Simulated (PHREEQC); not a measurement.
Make-up at 20 °C: 0.023 mol/kgw H2SO4, 0.08 mol/kgw CuSO4 and 0.0021 mol/kgw MgSO4. Closed to the air; pH follows from the charge balance.

All values are PHREEQC results (ion-association model, phreeqc.dat), not measurements.

This is a speciation only: nothing precipitates in the calculation.

Predict the pH.

pH 1.78.

In which forms is Cu present?

Cu+2 56 %, CuSO4 44 % of the Cu.
